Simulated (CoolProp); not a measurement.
n-perfluorohexane along the isobar 101 kPa: fugacity coefficient from the reference equation and from simpler models built on Tc = 448.0 K, pc = 1742 kPa, ω = 0.497; each cubic takes its own stable root.

Model: reference Helmholtz-energy equation of state, Gao 2022, in CoolProp.

| T (K) | phase | reference |
|---|---|---|
| 219.3 | liquid | 0.001742 |
| 229.7 | liquid | 0.004436 |
| 240.1 | liquid | 0.01022 |
| 250.5 | liquid | 0.02156 |
| 260.9 | liquid | 0.04218 |
| 271.3 | liquid | 0.07724 |
| 281.7 | liquid | 0.1334 |
| 292.1 | liquid | 0.2189 |
| 302.5 | liquid | 0.3431 |

How far does each simpler model (van der Waals, Peng-Robinson) lie from the reference over these 9 states: mean and median of the absolute difference, and the worst?


- van der Waals: mean 5639.3 %, median 2129.3 %, worst +23074.5 % at 219.3 K and 101 kPa
- Peng-Robinson: mean 9.1 %, median 6.9 %, worst +22.9 % at 219.3 K and 101 kPa

At some of these states van der Waals gives the other phase, because its saturation line lies elsewhere.
